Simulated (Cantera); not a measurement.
# Chlorosilane synthesis and conversion: SiCl4 + Cl2 + H2

A closed system holds: 1 mol SiCl4, 0.62 mol Cl2, 0.74 mol H2, equilibrated at 750 Torr.

Equilibrium computed with Cantera from the NASA thermochemical tables; the gas is ideal and each condensed phase is pure. Candidate condensed phases: Si; 19 gas species. The tables' values for SiCl3 are old estimates; treat these amounts as uncertain. Kinetics and transport are ignored.

```tsv
T (°C)	x HCl	x SiCl4	x H2	x SiCl3	x SiHCl3
250	0.525	0.424	0.0508	<1e-12	1.39e-7
350	0.525	0.424	0.0508	5.92e-11	1.90e-6
450	0.525	0.424	0.0508	6.74e-9	1.23e-5
550	0.525	0.424	0.0508	2.38e-7	4.94e-5
650	0.526	0.424	0.0507	3.84e-6	0.000146
750	0.526	0.423	0.0505	3.56e-5	0.000344
850	0.526	0.423	0.0500	0.000219	0.000689
950	0.527	0.421	0.0491	0.000983	0.00121
1050	0.530	0.417	0.0470	0.00342	0.00188
```
x: gas mole fraction; nothing condenses.

From 250 °C to 1050 °C nothing is condensed. The main Si-bearing gas is SiCl4 throughout.
